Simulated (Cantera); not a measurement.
## Iron carbonyl, mercury and lead vapours: PbO + H2

Input: 1 mol PbO, 4.1 mol H2, at 2.70 Torr.

These are equilibrium values from Cantera (NASA tables, ideal gas, pure condensed phases), not measurements of a reactor. Candidate condensed phases: H2O, Pb, PbO, PbO2, Pb3O4; 12 gas species. Kinetics and transport are ignored.

```json
[
 {"T (°C)": "325", "x H2": "0.756", "x H2O": "0.244", "x Pb": "1.26e-9", "x H": "<1e-12", "n Pb(s)": "1.00", "n Pb(l)": "0"},
 {"T (°C)": "375", "x H2": "0.756", "x H2O": "0.244", "x Pb": "2.34e-8", "x H": "<1e-12", "n Pb(s)": "0", "n Pb(l)": "1.00"},
 {"T (°C)": "425", "x H2": "0.756", "x H2O": "0.244", "x Pb": "2.82e-7", "x H": "<1e-12", "n Pb(s)": "0", "n Pb(l)": "1.000"},
 {"T (°C)": "475", "x H2": "0.756", "x H2O": "0.244", "x Pb": "2.43e-6", "x H": "4.17e-12", "n Pb(s)": "0", "n Pb(l)": "1.000"},
 {"T (°C)": "525", "x H2": "0.756", "x H2O": "0.244", "x Pb": "1.59e-5", "x H": "3.86e-11", "n Pb(s)": "0", "n Pb(l)": "1.000"},
 {"T (°C)": "575", "x H2": "0.756", "x H2O": "0.244", "x Pb": "8.31e-5", "x H": "2.76e-10", "n Pb(s)": "0", "n Pb(l)": "1.000"},
 {"T (°C)": "625", "x H2": "0.756", "x H2O": "0.244", "x Pb": "0.000360", "x H": "1.59e-9", "n Pb(s)": "0", "n Pb(l)": "0.999"},
 {"T (°C)": "675", "x H2": "0.755", "x H2O": "0.244", "x Pb": "0.00133", "x H": "7.59e-9", "n Pb(s)": "0", "n Pb(l)": "0.995"},
 {"T (°C)": "725", "x H2": "0.753", "x H2O": "0.243", "x Pb": "0.00430", "x H": "3.11e-8", "n Pb(s)": "0", "n Pb(l)": "0.982"}
]
```
x: gas mole fraction; n: condensed amount in mol.

At 325 °C the condensed part is Pb(s). From 375 °C to 725 °C the condensed part is Pb(l).
